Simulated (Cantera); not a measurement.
Cantera run:

```python
import numpy as np
import cantera as ct

gas_names = """
    Cr CrN N N2
""".split()
cond_names = """
    Cr(cr) Cr(L) CrN(s) Cr2N(s)
""".split()


def load(file, names, dense=False):
    # The tables refer to 1 bar. Condensed volumes are neglected.
    table = {s.name: s for s in ct.Species.list_from_file(file)}
    out = []
    for n in names:
        d = dict(table[n].input_data)
        d["thermo"] = dict(d["thermo"], **{"reference-pressure": 1e5})
        if dense:
            d["equation-of-state"] = {"model": "constant-volume", "density": "1e6 g/cm^3"}
        out.append(ct.Species.from_dict(d))
    return out


gas = ct.Solution(thermo="ideal-gas", species=load("nasa_gas.yaml", gas_names))
cond = {s.name: ct.Solution(thermo="fixed-stoichiometry", species=[s], name=s.name)
        for s in load("nasa_condensed.yaml", cond_names, dense=True)}
atoms = {
    'Cr': {'Cr': 1},
    'N2': {'N': 2},
}
top_T = {'CrN(s)': 1900, 'Cr2N(s)': 1900}  # K; cautious upper limits of use, not melting points


def equilibrate(T, P, feed):
    n = {}
    for name, mol in feed.items():
        for a, k in atoms[name].items():
            n[a] = n.get(a, 0.0) + k * mol
    gas.TPX = T, P, n
    mass = sum(n.values()) * gas.mean_molecular_weight
    gas.equilibrate("TP")
    valid = [c for c in cond.values() if c.min_temp <= T <= top_T.get(c.name, c.max_temp)]
    mix = ct.Mixture([(gas, mass / gas.mean_molecular_weight)] + [(c, 0.0) for c in valid])
    mix.T, mix.P = T, P
    mix.equilibrate("TP", solver="vcs", rtol=1e-11, max_steps=5000)
    return mix


results = []
feed = {'Cr': 1, 'N2': 1}  # mol
T = 898  # K
P = 2200  # Pa
mix = equilibrate(T, P, feed)
results.append((T, P, feed, dict(zip(mix.species_names, mix.species_moles))))
x = sorted(zip(gas.X, gas.species_names), reverse=True)
print(f"T = {T:g} K  P = {P:g} Pa  gas = {mix.phase_moles(0):.4g} mol")
print("   x: " + "  ".join(f"{s} {v:.3e}" for v, s in x if v > 1e-05))
print("   condensed (mol): " + ("  ".join(f"{mix.phase(i).name} {mix.phase_moles(i):.4g}"
      for i in range(1, mix.n_phases) if mix.phase_moles(i) > 1e-12) or "none"))
```

Result:

```
T = 898 K  P = 2200 Pa  gas = 0.5 mol
   x: N2 1.000e+00
   condensed (mol): CrN(s) 1
```

Method: chemical equilibrium by Gibbs-energy minimisation in Cantera with the NASA 1993 tables (ideal gas, pure condensed phases).
